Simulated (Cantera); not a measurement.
Input: 1 mol C3H6, 0.94 mol H2, 2.6 mol NH3, at 877 °C.

Cantera equilibrium calculation (NASA polynomials, part measured and part estimated; ideal gas, pure solids and liquids). Candidate condensed phases: C, C6H6, C7H8, C8H18; 92 gas species. The numbers say what is thermodynamically allowed, not how fast it happens.

Problem. At 14.0 bar, list the 5 most abundant gas species with their mole fractions, and the condensed phases.

Solution. H2 0.683, N2 0.164, CH4 0.153, NH3 0.000779, C2H6 1.91e-5. Condensed: C(graphite).
